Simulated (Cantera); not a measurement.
A closed system holds: 1 mol PbI2, 4.3 mol H2, 0.13 mol N2, at 4.00e-6 bar.

Equilibrium computed with Cantera from the NASA thermochemical tables; the gas is ideal and each condensed phase is pure. Candidate condensed phases: I2, Pb, PbI2; 17 gas species. Equilibrium is a limit: real reactors are often held back by kinetics, nucleation or transport. All values below are at 1273 K.

Base state: H2 0.578, I 0.265, Pb 0.134, N2 0.0176, HI 0.00447, PbI 0.00100, H 0.000271 (mole fractions); condensed: gas only.

### Question
What changes in the equilibrium state with this change: PbI2 replaced by BaF2?

### Answer
```json
[
 {"species": "H2", "before": "0.578", "after": "0.919"},
 {"species": "BaF2", "before": "0", "after": "0.0432"},
 {"species": "N2", "before": "0.0176", "after": "0.0279"},
 {"species": "I", "before": "0.265", "after": "0"},
 {"species": "Pb", "before": "0.134", "after": "0"},
 {"species": "HF", "before": "0", "after": "0.00468"},
 {"species": "BaF", "before": "0", "after": "0.00467"},
 {"species": "HI", "before": "0.00447", "after": "0"},
 {"species": "PbI", "before": "0.00100", "after": "0"},
 {"species": "H", "before": "0.000271", "after": "0.000342"},
 {"species": "BaF2(s), mol", "before": "0", "after": "0.777"}
]
```
Further candidate phases: Ba, BaF2.

### Question
What changes in the equilibrium state with this change: PbI2 replaced by CuF2?

### Answer
| species | before | after |
|---|---|---|
| H2 | 0.578 | 0.595 |
| HF | 0 | 0.361 |
| N2 | 0.0176 | 0.0234 |
| I | 0.265 | 0 |
| Pb | 0.134 | 0 |
| Cu | 0 | 0.0206 |
| HI | 0.00447 | 0 |
| PbI | 0.00100 | 0 |
| Cu(s), mol | 0 | 0.885 |
Further candidate phases: Cu, CuF2.
